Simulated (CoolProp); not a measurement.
Properties of n-hexane along the isobar 0.843 MPa.

Model: reference Helmholtz-energy equation of state, Thol 2019, in CoolProp.

```tsv
T (K)	phase	density (kg/m³)	cp (kJ/(kg K))	Joule-Thomson coefficient (K/MPa)	conductivity (mW/(m K))	Prandtl number
493.6	gas	20.03	2.630	9.891	34.6	0.836
504.3	gas	19.40	?	9.077	35.9	0.827
514.9	gas	18.82	2.687	8.376	37.3	0.819
525.5	gas	18.29	2.716	7.762	38.7	0.812
536.2	gas	17.80	2.747	7.214	40.1	0.806
546.8	gas	?	2.777	6.733	?	0.800
557.5	gas	16.90	2.808	6.299	43.0	0.794
568.1	gas	16.50	2.839	5.913	?	0.790
578.7	gas	16.11	2.870	5.565	45.8	0.785
589.4	gas	15.75	?	5.247	47.3	0.781
600	gas	15.41	2.931	4.961	48.8	0.777
```

Fill in the missing entries.


- 504.3, cp (kJ/(kg K)): 2.658
- 546.8, density (kg/m³): 17.34
- 546.8, conductivity (mW/(m K)): 41.5
- 568.1, conductivity (mW/(m K)): 44.4
- 589.4, cp (kJ/(kg K)): 2.901

Viscosity comes from a separate model (Michailidou 2013). Thermal conductivity comes from a separate model (Assael 2013).
